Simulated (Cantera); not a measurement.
Charge: 1 mol SiC, 0.031 mol H2O, 74 mol H2, 0.036 mol O2, equilibrated at 2148.15 K and 0.0100 bar.

These are equilibrium values from Cantera (NASA tables, ideal gas, pure condensed phases), not measurements of a reactor. Candidate condensed phases: C, C6H6, C7H8, C8H18, H2O, Si, SiC, SiO2; 123 gas species. Gases not in the tables: Si2H6 and higher silanes. Rates play no part.

Base state: H2 0.954, H 0.0407, Si 0.00287, CO 0.00132, C2H2 (acetylene) 0.000894, Si2C 0.000141, SiH 0.000138, SiC2 0.000110 (mole fractions); condensed: SiC(s).

Question: What changes in the equilibrium state with this change: temperature from 2148.15 K to 1398.15 K?

Answer: 
```
species             before     after
----------------  --------  --------
H2                   0.954     0.999
SiO                3.46e-5  0.000695
CO                 0.00132  0.000694
H                   0.0407   4.74e-5
Si                 0.00287   1.06e-8
C2H2 (acetylene)  0.000894   3.03e-9
Si2C              0.000141     <1e-9
SiC2              0.000110     <1e-9
SiH               0.000138   5.32e-9
SiH2               2.89e-5   4.95e-8
SiC(s), mol          0.736     0.948
```

Question: What changes in the equilibrium state with this change: H2O from 0.031 to 0.0035 mol?

Answer: 
| species | before | after |
|---|---|---|
| H2 | 0.954 | 0.954 |
| H | 0.0407 | 0.0407 |
| Si | 0.00287 | 0.00274 |
| CO | 0.00132 | 0.000972 |
| SiO | 3.46e-5 | 2.31e-5 |
| C2H2 (acetylene) | 0.000894 | 0.000985 |
| SiC(s), mol | 0.736 | 0.748 |
